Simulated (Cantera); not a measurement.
**Si₂H₆ + N₂O + H₂O (silicon oxide and oxynitride deposition)**

Input: 1 mol Si₂H₆, a varied amount of N₂O, 17 mol H₂O, held at 302 °C and 0.220 bar.

Cantera equilibrium calculation (NASA polynomials, part measured and part estimated; ideal gas, pure solids and liquids). Candidate condensed phases: H₂O, Si, SiO₂, Si₂N₂O, Si₃N₄; 35 gas species. The feed counts by its element totals alone. Rates play no part.

From 0.87 mol N₂O to 10 mol N₂O the condensed part is SiO₂(α-quartz).

```json
[
 {"n(N₂O) (mol)": "0.87", "x H₂O": "0.665", "x N₂": "0.0415", "x H₂": "0.293", "x O₂": "<1e-12", "x NH₃": "0.000463", "n SiO₂(α-quartz)": "2.00"},
 {"n(N₂O) (mol)": "2.2", "x H₂O": "0.685", "x N₂": "0.0989", "x H₂": "0.216", "x O₂": "<1e-12", "x NH₃": "0.000451", "n SiO₂(α-quartz)": "2.00"},
 {"n(N₂O) (mol)": "3.5", "x H₂O": "0.702", "x N₂": "0.149", "x H₂": "0.149", "x O₂": "<1e-12", "x NH₃": "0.000316", "n SiO₂(α-quartz)": "2.00"},
 {"n(N₂O) (mol)": "4.8", "x H₂O": "0.718", "x N₂": "0.193", "x H₂": "0.0885", "x O₂": "<1e-12", "x NH₃": "0.000166", "n SiO₂(α-quartz)": "2.00"},
 {"n(N₂O) (mol)": "6.2", "x H₂O": "0.733", "x N₂": "0.237", "x H₂": "0.0305", "x O₂": "<1e-12", "x NH₃": "3.70e-5", "n SiO₂(α-quartz)": "2.00"},
 {"n(N₂O) (mol)": "7.5", "x H₂O": "0.721", "x N₂": "0.270", "x H₂": "<1e-12", "x O₂": "0.00901", "x NH₃": "<1e-12", "n SiO₂(α-quartz)": "2.00"},
 {"n(N₂O) (mol)": "8.8", "x H₂O": "0.673", "x N₂": "0.296", "x H₂": "<1e-12", "x O₂": "0.0303", "x NH₃": "<1e-12", "n SiO₂(α-quartz)": "2.00"},
 {"n(N₂O) (mol)": "10", "x H₂O": "0.635", "x N₂": "0.317", "x H₂": "<1e-12", "x O₂": "0.0476", "x NH₃": "<1e-12", "n SiO₂(α-quartz)": "2.00"}
]
```
x: gas mole fraction; n: condensed amount in mol.
